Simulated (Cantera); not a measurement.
## Thermodynamics of carbon deposition, reforming and gasification, feed CO + H2O

A closed system holds: 1 mol CO, 0.032 mol H2O, at 100 Torr.

Equilibrium computed with Cantera from the NASA thermochemical tables; the gas is ideal and each condensed phase is pure. Candidate condensed phases: C, C6H6, C7H8, C8H18, H2O; 110 gas species. Rates play no part.

| T (°C) | x CO | x CO2 | x H | x H2 | x H2O | x O | n C(graphite) |
|---|---|---|---|---|---|---|---|
| 627 | 0.648 | 0.312 | 5.79e-11 | 0.0327 | 0.00686 | <1e-12 | 0.225 |
| 827 | 0.939 | 0.0300 | 1.23e-8 | 0.0300 | 0.000974 | <1e-12 | 0 |
| 1027 | 0.940 | 0.0294 | 5.19e-7 | 0.0294 | 0.00162 | <1e-12 | 0 |
| 1227 | 0.940 | 0.0287 | 8.17e-6 | 0.0287 | 0.00227 | 4.55e-12 | 0 |
| 1427 | 0.941 | 0.0281 | 6.76e-5 | 0.0281 | 0.00287 | 6.88e-10 | 0 |
| 1627 | 0.941 | 0.0276 | 0.000360 | 0.0274 | 0.00339 | 3.60e-8 | 0 |
| 1827 | 0.941 | 0.0272 | 0.00139 | 0.0265 | 0.00378 | 8.82e-7 | 0 |
| 2027 | 0.940 | 0.0268 | 0.00418 | 0.0248 | 0.00397 | 1.24e-5 | 0 |
| 2227 | 0.937 | 0.0265 | 0.0102 | 0.0218 | 0.00382 | 0.000113 | 0 |
| 2427 | 0.932 | 0.0257 | 0.0202 | 0.0169 | 0.00314 | 0.000733 | 0 |
| 2627 | 0.926 | 0.0228 | 0.0330 | 0.0110 | 0.00195 | 0.00334 | 0 |
x: gas mole fraction; n: condensed amount in mol.

At 627 °C the condensed part is C(graphite). From 827 °C to 2627 °C nothing is condensed. The main C-bearing gas is CO throughout.
